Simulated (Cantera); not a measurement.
# Halide evaporation, hydrolysis and transport: BaF2 + O2 + N2

Input: 1 mol BaF2, 6.5 mol O2, 290 mol N2, at 1673.15 K and 26000 Pa.

Method: chemical equilibrium by Gibbs-energy minimisation in Cantera with the NASA 1993 tables (ideal gas, pure condensed phases). Candidate condensed phases: Ba, BaF2, BaO; 20 gas species. Rates play no part.

```
Item                                 Result
--------------------------------  ---------
x(N2)                                 0.976
x(O2)                                0.0214
x(BaF2)                             0.00210
x(NO)                              0.000929
x(O)                                9.61e-6
n(BaF2(l))                        0.377 mol
gas amount                        297.1 mol
log10 activity of Ba(l) (absent)     -12.80
```
